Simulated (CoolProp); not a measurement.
CHF3 (R23) at several states: fugacity coefficient from the reference equation and from simpler models built on Tc = 26.1 °C, pc = 48.32 bar, ω = 0.263; each cubic takes its own stable root.

The numbers come from the reference Helmholtz-energy equation of state, Penoncello 2003 in CoolProp.

```tsv
T (°C)	p (bar)	phase	reference	van der Waals	Redlich-Kwong	Soave-Redlich-Kwong	Peng-Robinson
201.05	2.91	gas	0.9963	0.9946	0.9952	0.9972	0.9959
-65.85	179	liquid	0.02060	0.1027	0.03659	0.02272	0.02115
-8.95	3.33	gas	0.9618	0.9725	0.9667	0.9650	0.9621
-141.55	0.279	liquid	0.01739	0.9890	0.05438	0.01581	0.01809
```

At some of these states van der Waals gives the other phase, because its saturation line lies elsewhere.
